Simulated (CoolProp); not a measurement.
Ethylene along the isobar 0.261 MPa: fugacity coefficient from the reference equation and from simpler models built on Tc = 9.2 °C, pc = 5.042 MPa, ω = 0.087; each cubic takes its own stable root.

The numbers come from the reference Helmholtz-energy equation of state, Smukala 2000 in CoolProp.

```json
[
 {"T (°C)": "-48.55", "phase": "gas", "reference": "0.9652"},
 {"T (°C)": "-43.95", "phase": "gas", "reference": "0.9673"},
 {"T (°C)": "-39.25", "phase": "gas", "reference": "0.9692"},
 {"T (°C)": "-34.55", "phase": "gas", "reference": "0.9710"},
 {"T (°C)": "-29.95", "phase": "gas", "reference": "0.9727"},
 {"T (°C)": "-25.25", "phase": "gas", "reference": "0.9742"},
 {"T (°C)": "-20.65", "phase": "gas", "reference": "0.9756"},
 {"T (°C)": "-15.95", "phase": "gas", "reference": "0.9769"},
 {"T (°C)": "-11.25", "phase": "gas", "reference": "0.9781"},
 {"T (°C)": "-6.65", "phase": "gas", "reference": "0.9793"},
 {"T (°C)": "-1.95", "phase": "gas", "reference": "0.9803"},
 {"T (°C)": "2.65", "phase": "gas", "reference": "0.9813"},
 {"T (°C)": "7.35", "phase": "gas", "reference": "0.9823"}
]
```

How far does each simpler model (van der Waals, Redlich-Kwong, Soave-Redlich-Kwong) lie from the reference over these 13 states: mean and median of the absolute difference, and the worst?


- van der Waals: mean 0.5 %, median 0.5 %, worst +0.9 % at -48.55 °C and 0.261 MPa
- Redlich-Kwong: mean 0.0 %, median 0.0 %, worst +0.1 % at -48.55 °C and 0.261 MPa
- Soave-Redlich-Kwong: mean 0.0 %, median 0.0 %, worst +0.1 % at -48.55 °C and 0.261 MPa
